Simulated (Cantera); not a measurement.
Feed: 1 mol Si, 0.93 mol NF₃, 46 mol H₂, held at 1052 °C and 0.120 bar.

Method: chemical equilibrium by Gibbs-energy minimisation in Cantera with the NASA 1993 tables (ideal gas, pure condensed phases). Candidate condensed phases: Si, Si₃N₄; 37 gas species. The tables' values for SiF₃, SiF₂ are old estimates; treat these amounts as uncertain. The numbers say what is thermodynamically allowed, not how fast it happens.

Base state: H₂ 0.978, SiF₄ 0.0133, N₂ 0.00560, HF 0.00163, SiHF₃ 0.000943, SiF₃ 0.000534, SiH₂F₂ 3.17e-5, SiF₂ 1.73e-5 (mole fractions); condensed: Si₃N₄(s).

Task: What changes in the equilibrium state with this change: NF₃ from 0.93 to 0.87 mol?

Result: 
| species | before | after |
|---|---|---|
| H₂ | 0.978 | 0.980 |
| SiF₄ | 0.0133 | 0.0124 |
| N₂ | 0.00560 | 0.00434 |
| HF | 0.00163 | 0.00154 |
| SiH₂F₂ | 3.17e-5 | 3.34e-5 |
| Si₃N₄(s), mol | 0.101 | 0.116 |

Task: What changes in the equilibrium state with this change: pressure from 0.120 bar to 3.00 mbar?

Result: 
| species | before | after |
|---|---|---|
| H₂ | 0.978 | 0.977 |
| SiF₄ | 0.0133 | 0.0119 |
| N₂ | 0.00560 | 0.00584 |
| SiF₃ | 0.000534 | 0.00227 |
| SiF₂ | 1.73e-5 | 0.000348 |
| H | 4.67e-6 | 2.95e-5 |
| Si₃N₄(s), mol | 0.101 | 0.0951 |

Task: What changes in the equilibrium state with this change: temperature from 1052 °C to 750 °C?

Result: 
```tsv
species	before	after
H₂	0.978	0.979
SiF₄	0.0133	0.0147
N₂	0.00560	0.00559
HF	0.00163	0.000278
SiF₂	1.73e-5	2.13e-9
SiF₃	0.000534	4.01e-6
Si₃N₄(s), mol	0.101	0.101
```
